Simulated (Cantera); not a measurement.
Feed: 1 mol Fe, a varied amount of H2S, 7.5 mol H2, held at 1975 K and 13.3 mbar.

Method: chemical equilibrium by Gibbs-energy minimisation in Cantera with the NASA 1993 tables (ideal gas, pure condensed phases). Candidate condensed phases: Fe, FeS, FeS2, S; 8 gas species. The numbers say what is thermodynamically allowed, not how fast it happens.

**Question.** At 0.12 mol H2S, list the 5 most abundant gas species with their mole fractions, and the condensed phases.

**Answer.** H2 0.956, Fe 0.0206, H 0.0116, H2S 0.00392, SH 0.00371. Condensed: Fe(l).
